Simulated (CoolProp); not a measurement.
A single-stage vapour-compression cycle with dimethyl carbonate: evaporating at 325.15 K (dew point), condensing at 375.15 K (bubble point), superheat 0 K, subcooling 5 K, compressor efficiency 0.9, no pressure losses. Each further row changes one setting.

The numbers come from the reference Helmholtz-energy equation of state, Zhou 2011 in CoolProp.

```
case                              cooling COP  pressure ratio  discharge temperature (K)  refrigerating effect (kJ/kg)  volumetric capacity (kJ/m³)
--------------------------------  -----------  --------------  -------------------------  ----------------------------  ---------------------------
as stated                                5.16            5.77                      375.1                           315                          268
evaporating temperature 330.15 K         5.92            4.70                      375.1                           321                          331
condensing temperature 370.15 K          5.85            4.96                      370.2                           325                          277
subcooling 10 K                          5.33            5.77                      375.1                           325                          277
superheat 10 K                           5.20            5.77                      384.5                           328                          270
compressor efficiency 0.8                4.59            5.77                      379.6                           315                          268
```

The compression ends wet for: as stated; evaporating temperature 330.15 K; condensing temperature 370.15 K; subcooling 10 K.
